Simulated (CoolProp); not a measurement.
Vapour pressure (bar) of methane: the reference equation beside estimates from Tc = 190.6 K, pc = 45.99 bar, ω = 0.011. Clausius-Clapeyron is anchored at 123.4 K with a constant enthalpy of vaporisation of 7.819 kJ/mol.

Values from CoolProp's reference Helmholtz-energy equation of state, Setzmann 1991.

```tsv
T (K)	reference	Clausius-Clapeyron	van der Waals	Peng-Robinson
107.4	0.7025	0.7772	2.757	0.7083
112.8	1.111	1.182	3.693	1.119
118.1	1.670	1.718	4.804	1.680
123.4	2.419	2.419	6.121	2.433
128.7	3.395	3.310	7.660	3.414
134.1	4.663	4.442	9.470	4.689
139.4	6.215	5.800	11.50	6.252
144.7	8.114	7.425	13.79	8.165
150.1	10.45	9.381	16.40	10.52
155.4	13.17	11.62	19.25	13.27
160.7	16.37	14.18	22.40	16.50
```

Absolute difference from the reference over all 11 rows, mean and median: Clausius-Clapeyron 7.1 and 6.7 %, van der Waals 126.3 and 103.1 %, Peng-Robinson 0.7 and 0.6 %.
